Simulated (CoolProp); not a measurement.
The fluid at 298.15 K and 0.51 MPa is compressed adiabatically to 2.08 MPa with isentropic efficiency 0.85. The same conditions are run with several fluids, on thermodynamics alone (safety and materials aside).

The numbers come from the reference Helmholtz-energy equation of state of each fluid (ammonia: Gao 2020; methane: Setzmann 1991; nitrogen: Span 2000; C2F6 (R116): Lemmon 2006; fluoroethane (R161): Wu 2012) in CoolProp.

| fluid | work (kJ/kg) | final temperature (K) | final density (kg/m³) |
|---|---|---|---|
| ammonia | 266 | 424.9 | 10.7 |
| methane | 298 | [?] | 9.52 |
| nitrogen | [?] | [?] | [?] |
| C2F6 (R116) | [?] | 343.2 | [?] |
| fluoroethane (R161) | 83.2 | 375.6 | 38.3 |

Task: Some entries are withheld; supply them.

Result: 
- methane, final temperature (K): 424.2
- nitrogen, work (kJ/kg): 181
- nitrogen, final temperature (K): 471.2
- nitrogen, final density (kg/m³): 14.8
- C2F6 (R116), work (kJ/kg): 28.6
- C2F6 (R116), final density (kg/m³): 117
